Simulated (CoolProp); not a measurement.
Saturation properties of n-perfluoropentane (Tc = 147.9 °C, pc = 2063 kPa, ω = 0.436).

Values from CoolProp's reference Helmholtz-energy equation of state, Gao 2022.

```tsv
T (°C)	p (kPa)	liquid density (kg/m³)	vapour Z
56.65	250.2	?	0.8913
64.25	312.0	1463	?
71.95	385.7	1432	?
79.55	?	1399	0.8270
87.15	?	1363	?
94.85	684.5	1325	0.7706
102.45	?	1284	0.7373
110.05	962.8	1238	0.6997
```

Question: Fill in the missing entries.

Answer: 
- 56.65, liquid density (kg/m³): 1493
- 64.25, vapour Z: 0.8723
- 71.95, vapour Z: 0.8508
- 79.55, p (kPa): 470.8
- 87.15, p (kPa): 569.4
- 87.15, vapour Z: 0.8006
- 102.45, p (kPa): 814.6

It boils at 29.3 °C under 1 atm.
